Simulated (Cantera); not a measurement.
An adiabatic, constant-volume homogeneous reactor starts with CH4 : O2 : N2 = 1 : 6.25 : 23.5 (molar parts), equivalence ratio 0.32, at 1375 K and 1.01 bar.

Computed with Cantera and GRI-Mech 3.0 (53 species, 325 reactions).

x: mole fraction; the columns are a selection and need not sum to one.

```csv
t (s),T (K),P (bar),x CH4,x O2,x OH,x NO,x CH3,x H2O
6.00e-6,1375,1.01,0.0325,0.203,7.88e-10,<1e-12,4.06e-8,2.62e-9
2.46e-5,1375,1.01,0.0325,0.203,1.61e-9,<1e-12,1.82e-7,2.42e-8
0.000101,1375,1.01,0.0325,0.203,___,<1e-12,___,___
0.000416,1375,1.01,0.0325,0.203,4.67e-8,<1e-12,7.70e-6,7.19e-6
0.00171,1379,1.02,0.0318,0.203,___,<1e-12,___,___
0.00702,2235,1.65,<1e-12,0.137,0.00361,0.000325,<1e-12,0.0629
0.0288,2232,1.65,<1e-12,0.136,0.00356,0.00168,<1e-12,0.0629
0.119,2221,1.64,<1e-12,0.134,0.00341,0.00565,<1e-12,0.0630
0.487,2211,1.63,<1e-12,0.132,0.00326,0.00978,<1e-12,0.0631
2.00,2210,1.63,<1e-12,0.132,0.00325,0.0101,<1e-12,0.0631
```

Problem. Fill in the missing entries.

Solution. 
- 0.000101, x OH: 5.98e-9
- 0.000101, x CH3: 9.10e-7
- 0.000101, x H2O: 2.95e-7
- 0.00171, x OH: 1.04e-6
- 0.00171, x CH3: 9.71e-5
- 0.00171, x H2O: 0.000526
